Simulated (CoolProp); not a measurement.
The numbers come from the reference Helmholtz-energy equation of state, Lemmon 2006 in CoolProp. It is a short technical equation, of lower accuracy than the large ones.

Question: For carbon monoxide, give the phase and the density (kg/m³), cp (kJ/(kg K)), speed of sound (m/s), fugacity coefficient at -121.45 °C and 1750 kPa; -121.45 °C and 5250 kPa.

Answer: 
- -121.45 °C and 1750 kPa: gas; density 44.1, cp 1.28, speed of sound 238, fugacity coefficient 0.891
- -121.45 °C and 5250 kPa: supercritical; density 200, cp 3.22, speed of sound 224, fugacity coefficient 0.688
